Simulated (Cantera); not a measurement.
Halide evaporation, hydrolysis and transport: PbF2 + HF + H2

Feed: 1 mol PbF2, 3.4 mol HF, 190 mol H2, at 998.15 K and 0.133 bar.

Cantera equilibrium calculation (NASA polynomials, part measured and part estimated; ideal gas, pure solids and liquids). Candidate condensed phases: Pb, PbF2; 16 gas species. The numbers say what is thermodynamically allowed, not how fast it happens.

| Property | Result |
|---|---|
| x(H2) | 0.972 |
| x(HF) | 0.0278 |
| x(Pb) | 0.000117 |
| n(Pb(l)) | 0.977 mol |
| gas amount | 194.4 mol |
